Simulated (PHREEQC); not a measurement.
A made-up water analysis in mg/L, 15 °C, pH 3.56, pe 12.4:

```json
[
 {"constituent": "Na", "mg/L": "134"},
 {"constituent": "K", "mg/L": "4.86"},
 {"constituent": "Ca", "mg/L": "803"},
 {"constituent": "Mg", "mg/L": "297"},
 {"constituent": "Cl", "mg/L": "242"},
 {"constituent": "S(6) as SO4", "mg/L": "3120"},
 {"constituent": "O(0) (dissolved oxygen)", "mg/L": "3.38"}
]
```

Na is adjusted to close the charge balance.
Valence states are taken as typed.

Computed with PHREEQC (ion-association model, phreeqc.dat).

The ionic strength comes out as 0.0899 mol/kgw. What activity coefficients do Cl-, HSO4-, NaSO4-, Na+, Mg+2 get?

Cl- 0.78, HSO4- 0.79, NaSO4- 0.80, Na+ 0.79, Mg+2 0.42.

Precipitation was switched off in this run. Examples of supersaturated solids here: Gypsum. Others may be too. Complexes and solids missing from the database can't appear.
